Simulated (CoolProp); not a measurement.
Vapour-liquid equilibrium of propane (1) + n-pentane (2) at -34.95 °C; x and y are mole fractions of (1).

Model: multi-fluid Helmholtz-energy mixture model, Lemmon 2009 and Thol 2019; pair parameters Kunz 2012, in CoolProp.

```tsv
x	bubble pressure (bar)	y at the bubble point	dew pressure at overall composition x (bar)	liquid density (mol/L)
0.05	0.1305	0.723	0.03962	9.491
0.2	0.3698	[?]	0.04691	9.845
0.35	[?]	0.953	0.05748	10.30
0.5	0.7597	[?]	0.07417	10.86
0.65	0.9391	0.982	0.1045	11.48
0.8	1.119	[?]	[?]	12.14
0.95	[?]	0.998	0.5492	12.79
```

Q: What belongs in the gaps?

A: 
- 0.2, y at the bubble point: 0.915
- 0.35, bubble pressure (bar): 0.5734
- 0.5, y at the bubble point: 0.971
- 0.8, y at the bubble point: 0.991
- 0.8, dew pressure at overall composition x (bar): 0.1765
- 0.95, bubble pressure (bar): 1.308

No azeotrope shows between x = 0.05 and 0.95.

Pair parameters are fitted to limited data, so mixtures are less certain than the pure fluids.
